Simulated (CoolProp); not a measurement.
A single-stage vapour-compression cycle with n-pentane: evaporating at 273.15 K (dew point), condensing at 315.15 K (bubble point), superheat 10 K, subcooling 2 K, compressor efficiency 0.6, no pressure losses. Each further row changes one setting.

Computed with CoolProp (reference Helmholtz-energy equation of state, Thol 2019).

```csv
case,cooling COP,pressure ratio,discharge temperature (K),refrigerating effect (kJ/kg),volumetric capacity (kJ/m³)
as stated,3.40,5.05,338.1,309,235
evaporating temperature 278.15 K,4.01,___,___,317,296
condensing temperature 310.15 K,3.95,___,332.5,321,244
subcooling 7 K,___,5.05,338.1,321,244
superheat 20 K,___,5.05,348.5,325,238
compressor efficiency 0.5,2.83,5.05,347.7,309,235
```

Q: Fill in the missing entries.

A: 
- evaporating temperature 278.15 K, pressure ratio: 4.04
- evaporating temperature 278.15 K, discharge temperature (K): 335.9
- condensing temperature 310.15 K, pressure ratio: 4.28
- subcooling 7 K, cooling COP: 3.53
- superheat 20 K, cooling COP: 3.45
